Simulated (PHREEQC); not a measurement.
Make-up at 20 °C: 4 mmol/kgw HF, 2.9 mmol/kgw CuSO4 and 22 mmol/kgw MnSO4. Closed to the air; pH follows from the charge balance.

Equilibrium calculation in PHREEQC: ion-association model, wateq4f.dat.

Problem. The ionic strength comes out as 0.0669 mol/kgw. What activity coefficients do HF2-, CuF+, HSO4-, Cu+2, H+ get?

Solution. HF2- 0.79, CuF+ 0.81, HSO4- 0.80, Cu+2 0.45, H+ 0.84.

This is a speciation only: nothing precipitates in the calculation.
